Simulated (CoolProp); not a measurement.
Values from CoolProp's reference Helmholtz-energy equation of state, Lemmon 2006. It is a short technical equation, of lower accuracy than the large ones.

### Question
For isopentane, give the phase and the density (kg/m³), cv (kJ/(kg K)) at -31.55 °C and 133 bar; 108.55 °C and 133 bar.

### Answer
- -31.55 °C and 133 bar: liquid; density 680, cv 1.49
- 108.55 °C and 133 bar: liquid; density 553, cv 2.05
